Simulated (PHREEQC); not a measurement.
Solution (25 °C): 0.29 mol Na3PO4 per kg of water. Closed to the air; pH follows from the charge balance.

Equilibrium calculation in PHREEQC: ion-association model, phreeqc.dat.

```json
{
  "pH": "12.13",
  "ionic_strength": "1.68 mol/kgw",
  "activity_of_water": "0.980",
  "density": "1.048 g/cm³",
  "total_alkalinity": "580 meq/kg"
}
```

```tsv
species	molality	activity	log γ
Na+	0.864	0.680	-0.104
PO4-3	0.265	0.00167	-2.201
OH-	0.0248	0.0135	-0.265
HPO4-2	0.0191	0.00273	-0.845
NaHPO4-	0.00574	0.00362	-0.200
H2PO4-	5.13e-8	3.23e-8	-0.200
```

No solid was allowed to form. Ionic strength above about 0.7 mol/kgw puts this run outside the model's range.
